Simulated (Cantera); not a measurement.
Adiabatic ignition

An adiabatic, constant-volume homogeneous reactor starts with CH4 : O2 : N2 = 1 : 2.86 : 10.7 (molar parts), at 1573 K and 22.7 atm.

Computed with Cantera and GRI-Mech 3.0 (53 species, 325 reactions). The pressure lies above the range GRI-Mech 3.0 was tuned for (to about 10 atm). Above 3000 K some thermodynamic fits are extrapolated.

```csv
t (s),T (K),P (bar),x CH4,x O2,x H,x NO,x HCO
6.00e-6,1573,23.0,0.0685,0.196,1.10e-7,<1e-12,1.60e-9
1.90e-5,1581,23.1,0.0670,0.195,7.96e-7,7.82e-12,6.14e-8
6.00e-5,3012,44.7,<1e-12,0.0556,0.00149,0.00901,6.17e-8
0.000190,2990,44.4,<1e-12,0.0498,0.00139,0.0214,5.74e-8
0.000600,2989,44.4,<1e-12,0.0496,0.00139,0.0219,5.72e-8
0.00190,2989,44.4,<1e-12,0.0496,0.00139,0.0219,5.72e-8
0.00600,2989,44.4,<1e-12,0.0496,0.00139,0.0219,5.72e-8
0.0190,2989,44.4,<1e-12,0.0496,0.00139,0.0219,5.72e-8
0.0600,2989,44.4,<1e-12,0.0496,0.00139,0.0219,5.72e-8
0.190,2989,44.4,<1e-12,0.0496,0.00139,0.0219,5.72e-8
0.600,2989,44.4,<1e-12,0.0496,0.00139,0.0219,5.72e-8
```
x: mole fraction; the columns are a selection and need not sum to one.

| Item | Result |
|---|---|
| time of steepest temperature rise | 39.4 µs |
| temperature at 0.600 s | 2989 K |
| equilibrium temperature | 2989 K |
| x(CH4) at 0.600 s | <1e-12 (gas-phase equilibrium <1e-12) |
| x(O2) at 0.600 s | 0.0496 (gas-phase equilibrium 0.0496) |
| x(H) at 0.600 s | 0.00139 (gas-phase equilibrium 0.00139) |
